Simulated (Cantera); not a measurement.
Charge: 1 mol Fe, 0.002 mol O2, 7.5 mol CO, 0.0023 mol H2S, equilibrated at 530 Pa.

Equilibrium computed with Cantera from the NASA thermochemical tables; the gas is ideal and each condensed phase is pure. Candidate condensed phases: C, C6H6, C7H8, C8H18, Fe, Fe(CO)5, FeO, Fe(OH)2, Fe(OH)3, FeS, FeSO4, FeS2, Fe2O3, Fe2(SO4)3, Fe3O4, H2O, H2SO4, S; 127 gas species. The numbers say what is thermodynamically allowed, not how fast it happens.

Task: At 1723 K, list the 6 most abundant gas species with their mole fractions, and the condensed phases.

Result: CO 0.997, Fe 0.00172, CO2 0.000534, H2 0.000281, S2 0.000103, S 5.40e-5. Condensed: Fe(δ).
